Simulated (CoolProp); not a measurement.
n-perfluoropentane at 489.8 K and 2.6 MPa is throttled through a valve to 0.0887 MPa with no heat exchange. Each further row changes one setting.

Model: reference Helmholtz-energy equation of state, Gao 2022, in CoolProp.

```tsv
case	temperature change (K)	final density (kg/m³)
as stated	-15.7	6.54
outlet pressure 0.0266 MPa	-16.1	1.95
outlet pressure 0.115 MPa	-15.6	8.51
```
